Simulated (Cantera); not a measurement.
A closed system holds: 1 mol CS2, 0.2 mol H2, equilibrated at 13300 Pa.

These are equilibrium values from Cantera (NASA tables, ideal gas, pure condensed phases), not measurements of a reactor. Candidate condensed phases: C, C6H6, C7H8, C8H18, S; 83 gas species. Gases not in the tables: S3 to S7. Equilibrium is a limit: real reactors are often held back by kinetics, nucleation or transport.

x: gas mole fraction; n: condensed amount in mol.

```tsv
T (°C)	x CS2	x S2	x H2	x H2S	x CS	n C(graphite)
950	0.709	0.114	0.0533	0.123	3.03e-5	0.198
1050	0.703	0.121	0.0784	0.0958	0.000154	0.194
1150	0.698	0.128	…	…	…	0.191
1250	0.691	0.135	0.118	0.0515	0.00206	0.188
1350	0.683	0.140	0.130	0.0372	0.00587	0.186
1450	0.671	0.144	0.138	0.0271	0.0148	0.182
1550	0.652	0.145	0.142	…	…	0.172
1650	0.620	0.143	0.143	0.0145	0.0678	0.150
```

**Question.** Complete the blanks.

**Answer.** 
- 1550, x H2S: 0.0198
- 1550, x CS: 0.0332
- 1150, x H2: 0.101
- 1150, x H2S: 0.0710
- 1150, x CS: 0.000617
